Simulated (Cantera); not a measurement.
A freely propagating, adiabatic, planar premixed flame of 16.9 % CH₃OH, 16.9 % O₂, 63.6 % N₂, 2.54 % CO₂, equivalence ratio 1.5, unburnt at 625 K and 98000 Pa; unity-Lewis-number transport, grid criteria slope 0.08 and curve 0.16, no radiation.

Computed with Cantera and GRI-Mech 3.0 (53 species, 325 reactions). GRI-Mech 3.0 was tuned for natural gas; its chemistry of methanol as a main component is partial and can be far from experiment. Unity Lewis numbers drop preferential diffusion, which matters most where H2 and H carry the flame. Burning velocities carry a grid error of a few per cent, more on coarse grids.

Task: Predict: laminar burning velocity; thermal thickness; peak x(HCO); peak x(CH₄); peak x(H).

Result: 
```json
{
  "laminar_burning_velocity": "82.9 cm/s",
  "thermal_thickness": "0.374 mm",
  "peak x(HCO)": "0.000238",
  "peak x(CH₄)": "0.000425",
  "peak x(H)": "0.0205"
}
```
